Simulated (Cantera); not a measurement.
Equilibrium for chlorosilane synthesis and conversion: SiCl4 + Cl2 + H2

Input: 1 mol SiCl4, 0.75 mol Cl2, 10 mol H2, equilibrated at 6.40 bar.

Method: chemical equilibrium by Gibbs-energy minimisation in Cantera with the NASA 1993 tables (ideal gas, pure condensed phases). Candidate condensed phases: Si; 19 gas species. The tables' values for SiCl3 are old estimates; treat these amounts as uncertain. The numbers say what is thermodynamically allowed, not how fast it happens.

From 998 K to 1348 K nothing is condensed. The main Si-bearing gas is SiCl4 throughout.

| T (K) | x H2 | x HCl | x SiCl4 | x SiHCl3 | x SiCl3 | x SiCl2 |
|---|---|---|---|---|---|---|
| 998 | 0.784 | 0.131 | 0.0817 | 0.00339 | 2.56e-5 | 1.97e-7 |
| 1048 | 0.782 | 0.133 | 0.0802 | 0.00484 | 6.77e-5 | 1.05e-6 |
| 1098 | 0.780 | 0.135 | 0.0783 | 0.00660 | 0.000162 | 4.70e-6 |
| 1148 | 0.778 | 0.137 | 0.0759 | 0.00866 | 0.000353 | 1.81e-5 |
| 1198 | 0.775 | 0.140 | 0.0732 | 0.0109 | 0.000709 | 6.08e-5 |
| 1248 | 0.772 | 0.143 | 0.0699 | 0.0133 | 0.00132 | 0.000181 |
| 1298 | 0.768 | 0.147 | 0.0661 | 0.0156 | 0.00230 | 0.000480 |
| 1348 | 0.763 | 0.152 | 0.0617 | 0.0175 | 0.00375 | 0.00114 |
x: gas mole fraction; nothing condenses.
